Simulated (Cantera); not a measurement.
**Thermodynamics of abatement and gas-phase synthesis, feed PH₃ + O₂ + H₂**

Charge: 1 mol PH₃, 0.36 mol O₂, 8.3 mol H₂, equilibrated at 1523.15 K and 1.00 bar.

Method: chemical equilibrium by Gibbs-energy minimisation in Cantera with the NASA 1993 tables (ideal gas, pure condensed phases). Candidate condensed phases: H₂O, P, P₄O₁₀; 17 gas species. Gases not in the tables: HPO₂, HPO₃ and P₄O₆. Rates play no part.

x(H₂): 0.883
x(H₂O): 0.0693
x(P₂): 0.0447
x(P₄): 0.00178
x(PO): 0.000505
x(PH₃): 0.000111
x(PO₂): 0.000104
x(H): 2.18e-5
x(PH): 5.49e-6
gas amount: 10.28 mol
log10 activity of P(l) (absent): -1.31
